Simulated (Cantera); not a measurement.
Charge: 1 mol Ta2O5, 0.37 mol H2, 0.039 mol H2O, equilibrated at 1450 °C and 0.0133 bar.

Method: chemical equilibrium by Gibbs-energy minimisation in Cantera with the NASA 1993 tables (ideal gas, pure condensed phases). Candidate condensed phases: H2O, Ta, Ta2O5; 12 gas species. Rates play no part.

Base state: H2 0.903, H2O 0.0953, H 0.00150 (mole fractions); condensed: Ta2O5(s).

What changes in the equilibrium state with this change: Ta2O5 replaced by Al2O3?


```json
[
 {"species": "H2", "before": "0.903", "after": "0.903"},
 {"species": "H2O", "before": "0.0953", "after": "0.0953"},
 {"species": "H", "before": "0.00150", "after": "0.00150"},
 {"species": "Ta2O5(s), mol", "before": "1.00", "after": "0"},
 {"species": "Al2O3(s), mol", "before": "0", "after": "1.00"}
]
```
Further candidate phases: Al, Al2O3.
